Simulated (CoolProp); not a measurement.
Vapour-liquid equilibrium of nitrogen (1) + oxygen (2) at -195.75 °C; x and y are mole fractions of (1).

Computed with CoolProp (multi-fluid Helmholtz-energy mixture model, Span 2000 and Schmidt 1985; pair parameters Gernert 2013).

Question: Give the bubble pressure and the first vapour's composition at x = 0.05, 0.5, 0.65. Is there an azeotrope?

Answer: x = 0.05: 0.2604 bar, y = 0.235; x = 0.5: 0.6337 bar, y = 0.820; x = 0.65: 0.7466 bar, y = 0.889. No azeotrope shows between x = 0.05 and 0.95.

Pair parameters are fitted to limited data, so mixtures are less certain than the pure fluids.
